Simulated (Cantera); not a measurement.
A perfectly stirred reactor is fed with 4.85 % CO, 0.922 % H2, 3.88 % CH4, 19.0 % O2, 71.3 % N2, at 2480 Torr; it is adiabatic with a 525 K inlet, and is followed from long to short residence time, starting on the burning branch (τ in s: 0.079, 0.038, 0.018, 0.0089, 0.0043, 0.0021, 0.001, 0.00048, 0.00023, 0.00011, 5.4e-05).

Cantera simulation using GRI-Mech 3.0 (53 species, 325 reactions); the numbers are that mechanism's predictions, not measurements.

Problem. Predict: blow-out, bracketed by the residence times tried; x(CO) at τ = 79.0 ms; x(H2) at τ = 79.0 ms; x(CH4) at τ = 79.0 ms; x(NO2) at τ = 79.0 ms; x(NO) at τ = 79.0 ms; x(CO) at τ = 2.10 ms; x(H2) at τ = 2.10 ms; x(CH4) at τ = 2.10 ms; x(NO2) at τ = 2.10 ms; x(NO) at τ = 2.10 ms.

Solution. 
| Quantity | Value |
|---|---|
| blow-out, bracketed by the residence times tried | burning at 0.110 ms, out at 54.0 µs |
| x(CO) at τ = 79.0 ms | 0.000279 |
| x(H2) at τ = 79.0 ms | 3.68e-5 |
| x(CH4) at τ = 79.0 ms | 4.26e-6 |
| x(NO2) at τ = 79.0 ms | 1.17e-7 |
| x(NO) at τ = 79.0 ms | 3.50e-5 |
| x(CO) at τ = 2.10 ms | 0.00305 |
| x(H2) at τ = 2.10 ms | 0.000323 |
| x(CH4) at τ = 2.10 ms | 4.81e-5 |
| x(NO2) at τ = 2.10 ms | 6.36e-8 |
| x(NO) at τ = 2.10 ms | 1.54e-5 |
